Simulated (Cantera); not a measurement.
Equilibrium for roasting and sulfation: MgO + H2S + H2O

Charge: 1 mol MgO, 0.54 mol H2S, 0.56 mol H2O, at 1.00 bar.

These are equilibrium values from Cantera (NASA tables, ideal gas, pure condensed phases), not measurements of a reactor. Candidate condensed phases: H2O, H2SO4, Mg, MgO, Mg(OH)2, MgS, MgSO4, S; 26 gas species. Gases not in the tables: S3 to S7. Kinetics and transport are ignored.

```tsv
T (°C)	x H2O	x H2S	x H2	x S2	x SO2	x SH	x SO	x S2O	n MgO(s)
550	0.507	0.483	0.00638	0.00303	0.000102	5.22e-7	6.70e-9	8.39e-6	1.00
625	0.505	0.475	0.0130	0.00622	0.000174	2.66e-6	4.63e-8	1.80e-5	1.00
700	0.503	0.462	0.0237	0.0114	0.000278	1.05e-5	2.39e-7	3.42e-5	1.00
775	0.498	0.443	0.0391	0.0188	0.000422	3.35e-5	9.80e-7	5.95e-5	1.00
850	0.493	0.418	0.0595	0.0287	0.000617	9.04e-5	3.34e-6	9.59e-5	1.00
925	0.486	0.387	0.0847	0.0408	0.000879	0.000212	9.84e-6	0.000145	1.00
1000	0.478	0.352	0.114	0.0545	0.00123	0.000441	2.57e-5	0.000209	1.00
1075	0.469	0.314	0.145	0.0692	0.00169	0.000829	6.05e-5	0.000287	1.00
1150	0.459	0.276	0.177	0.0839	0.00230	0.00143	0.000131	0.000379	1.00
1225	0.450	0.238	0.208	0.0977	0.00309	0.00229	0.000264	0.000486	1.00
1300	0.440	0.204	0.237	0.110	0.00412	0.00345	0.000499	0.000604	1.00
1375	0.430	0.173	0.264	0.121	0.00541	0.00493	0.000892	0.000731	1.000
1450	0.420	0.146	0.288	0.129	0.00701	0.00673	0.00152	0.000863	1.000
1525	0.410	0.124	0.309	0.135	0.00892	0.00886	0.00246	0.000996	1.000
```
x: gas mole fraction; n: condensed amount in mol.

From 550 °C to 1525 °C the condensed part is MgO(s).
